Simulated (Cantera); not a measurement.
An isothermal, constant-pressure homogeneous reactor starts with 93.4 % NH₃, 6.63 % N₂, at 1975 K and 0.0138 atm.

Model: the gas-phase N/H chemistry of the illustrative SiF4/NH3 mechanism in the Surface Chemkin manual (1991), integrated in Cantera. Walls and surfaces, which speed up NH3 decomposition in real reactors, are not modelled.

Question: Predict: x(NH₃) at 4.00 s; x(NH) at 4.00 s; x(H₂) at 4.00 s; x(H) at 4.00 s; x(N₂) at 4.00 s; x(NH₂) at 4.00 s.

Answer: 
| Item | Result |
|---|---|
| x(NH₃) at 4.00 s | 0.0847 (gas-phase equilibrium 9.27e-8) |
| x(NH) at 4.00 s | 1.02e-5 (gas-phase equilibrium 1.77e-9) |
| x(H₂) at 4.00 s | 0.658 (gas-phase equilibrium 0.716) |
| x(H) at 4.00 s | 0.000731 (gas-phase equilibrium 0.00985) |
| x(N₂) at 4.00 s | 0.257 (gas-phase equilibrium 0.274) |
| x(NH₂) at 4.00 s | 0.000271 (gas-phase equilibrium 3.68e-9) |
